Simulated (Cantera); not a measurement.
A diamond (100) surface in a fixed gas of H2 with x(CH4) = 0.014, x(H) = 0.0015, x(CH3) = 0.00063, at 1275 K; coverages are run to steady state.

Detailed kinetics in Cantera: the Harris–Goodwin 1993 mechanism for the reconstructed diamond (100) surface.

θ: site fractions in the mechanism's names (c6HH fully hydrogenated, c6H* and c6*H radical sites, c6** diradical, c6HM methylated).

```tsv
P (Pa)	growth (µm/h)	θ c6HH	θ c6H*	θ c6*H	θ c6**	θ c6HM
370	0.130	0.419	0.0451	0.503	0.0302	0.000144
620	0.263	0.419	0.0450	0.502	0.0299	0.000251
1000	0.486	0.419	0.0450	0.502	0.0297	0.000417
1700	0.937	0.419	0.0450	0.502	0.0295	0.000723
2900	1.81	0.418	0.0449	0.501	0.0294	0.00124
4900	3.49	0.418	0.0449	0.500	0.0292	0.00209
8200	?	0.417	0.0448	0.499	0.0291	?
14000	?	0.415	0.0446	0.497	0.0290	?
```

Problem. Some entries are withheld; supply them.

Solution. 
- 8200, growth (µm/h): 6.89
- 8200, θ c6HM: 0.00345
- 14000, growth (µm/h): 14.6
- 14000, θ c6HM: 0.00569
